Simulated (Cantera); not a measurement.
An adiabatic, constant-volume homogeneous reactor starts with CH₄ : H₂ : O₂ : N₂ = 1 : 0.13 : 2.61 : 9.83 (molar parts), at 1725 K and 20.0 bar. Integrator tolerance rtol = 1e-08.

Computed with Cantera and GRI-Mech 3.0 (53 species, 325 reactions). The pressure lies above the range GRI-Mech 3.0 was tuned for (to about 10 atm). Above 3000 K some thermodynamic fits are extrapolated.

Task: What does this change do: initial temperature 1725 to 1100 K?

Result: 
| quantity | before | after |
|---|---|---|
| time of steepest temperature rise | 10.4 µs | 2.05 ms |
| temperature at 0.100 s | 3133 K | 2841 K |
| equilibrium temperature | 3133 K | 2841 K |
| x(CH₄) at 0.100 s | <1e-12 (gas-phase equilibrium <1e-12) | <1e-12 (gas-phase equilibrium <1e-12) |
| x(H₂) at 0.100 s | 0.00794 (gas-phase equilibrium 0.00794) | 0.00282 (gas-phase equilibrium 0.00282) |
| x(O₂) at 0.100 s | 0.0364 (gas-phase equilibrium 0.0364) | 0.0348 (gas-phase equilibrium 0.0348) |
| x(H₂O₂) at 0.100 s | 3.25e-6 (gas-phase equilibrium 3.25e-6) | 2.67e-6 (gas-phase equilibrium 2.67e-6) |
| x(NO₂) at 0.100 s | 2.93e-5 (gas-phase equilibrium 2.93e-5) | 2.88e-5 (gas-phase equilibrium 2.88e-5) |

Task: What does this change do: initial temperature 1725 to 1698 K?

Result: 
```
quantity                                                            before                                    after
---------------------------------  ---------------------------------------  ---------------------------------------
time of steepest temperature rise                                  10.4 µs                                  12.4 µs
temperature at 0.100 s                                              3133 K                                   3121 K
equilibrium temperature                                             3133 K                                   3121 K
x(CH₄) at 0.100 s                    <1e-12 (gas-phase equilibrium <1e-12)    <1e-12 (gas-phase equilibrium <1e-12)
x(H₂) at 0.100 s                   0.00794 (gas-phase equilibrium 0.00794)  0.00767 (gas-phase equilibrium 0.00767)
x(O₂) at 0.100 s                     0.0364 (gas-phase equilibrium 0.0364)    0.0363 (gas-phase equilibrium 0.0363)
x(H₂O₂) at 0.100 s                 3.25e-6 (gas-phase equilibrium 3.25e-6)  3.23e-6 (gas-phase equilibrium 3.23e-6)
x(NO₂) at 0.100 s                  2.93e-5 (gas-phase equilibrium 2.93e-5)  2.93e-5 (gas-phase equilibrium 2.93e-5)
```
